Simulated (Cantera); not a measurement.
A closed system holds: 1 mol CuO, 1.2 mol C, 13 mol N2, equilibrated at 1725 °C and 9400 Pa.

Cantera equilibrium calculation (NASA polynomials, part measured and part estimated; ideal gas, pure solids and liquids). Candidate condensed phases: C, Cu, CuO, Cu2O; 27 gas species. Rates play no part.

Base state: N2 0.887, CO 0.0682, Cu 0.0450, Cu2 0.000185 (mole fractions); condensed: C(graphite) + Cu(l).

Q: What changes in the equilibrium state with this change: temperature from 1725 °C to 2127 °C?

A: 
```tsv
species	before	after
N2	0.887	0.867
CO	0.0682	0.0667
Cu	0.0450	0.0666
CN	1.69e-6	0.000132
C2N2	1.58e-6	3.60e-5
Cu2	0.000185	5.57e-5
C(graphite), mol	0.200	0.197
Cu(l), mol	0.335	0
```

Q: What changes in the equilibrium state with this change: C from 1.2 to 0.61 mol?

A: 
```json
[
 {"species": "N2", "before": "0.887", "after": "0.912"},
 {"species": "Cu", "before": "0.0450", "after": "0.0450"},
 {"species": "CO2", "before": "1.13e-8", "after": "0.0271"},
 {"species": "CO", "before": "0.0682", "after": "0.0157"},
 {"species": "NO", "before": "<1e-9", "after": "0.000131"},
 {"species": "O2", "before": "<1e-9", "after": "5.36e-5"},
 {"species": "O", "before": "<1e-9", "after": "1.57e-5"},
 {"species": "C(graphite), mol", "before": "0.200", "after": "0"},
 {"species": "Cu(l), mol", "before": "0.335", "after": "0.354"}
]
```
